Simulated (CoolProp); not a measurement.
Vapour-liquid equilibrium of CHF3 (R23) (1) + propylene (2) at 1.47 bar; x and y are mole fractions of (1).

Values from CoolProp's multi-fluid Helmholtz-energy mixture model, Penoncello 2003 and Lemmon 2013; pair parameters Bell 2016.

| x | bubble temperature (K) | y at the bubble point | dew temperature at overall composition x (K) | liquid density (mol/L) |
|---|---|---|---|---|
| 0.05 | 222.0 | 0.428 | 232.9 | 14.74 |
| 0.125 | 211.9 | 0.672 | 231.0 | 15.27 |
| 0.2 | 206.6 | 0.766 | 229.0 | 15.68 |
| 0.275 | 203.6 | 0.811 | 226.9 | 16.05 |
| 0.35 | 201.9 | 0.837 | 224.6 | 16.39 |
| 0.425 | 200.9 | 0.852 | 222.1 | 16.74 |
| 0.5 | 200.2 | 0.862 | 219.4 | 17.09 |
| 0.575 | 199.8 | 0.870 | 216.4 | 17.46 |
| 0.65 | 199.4 | 0.878 | 213.0 | 17.86 |
| 0.725 | 199.0 | 0.888 | 209.1 | 18.29 |
| 0.8 | 198.7 | 0.901 | 204.4 | 18.77 |
| 0.875 | 198.3 | 0.923 | 199.5 | 19.30 |
| 0.95 | 197.9 | 0.960 | 198.0 | 19.87 |

No azeotrope shows between x = 0.05 and 0.95.

Pair parameters are fitted to limited data, so mixtures are less certain than the pure fluids. With so large a gap from Raoult's law the liquid may split in two, which this calculation doesn't test in full.
